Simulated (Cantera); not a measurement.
Mixture: CH4 : O2 : N2 = 1 : 1.43 : 3.71 (molar parts), equivalence ratio 1.4, at 0.350 bar, adiabatic and at constant pressure. Ignition delay is the time to a rise of 400 K.

Cantera simulation using GRI-Mech 3.0 (53 species, 325 reactions); the numbers are that mechanism's predictions, not measurements.

Problem. Predict: delay at 1125 K; delay at 1175 K; delay at 1225 K; delay at 1275 K; delay at 1325 K; delay at 1375 K; apparent activation energy between 1275 and 1375 K.

Solution. 
- delay at 1125 K = 0.306 s
- delay at 1175 K = 0.138 s
- delay at 1225 K = 65.3 ms
- delay at 1275 K = 32.2 ms
- delay at 1325 K = 16.5 ms
- delay at 1375 K = 8.83 ms
- apparent activation energy between 1275 and 1375 K = 190 kJ/mol
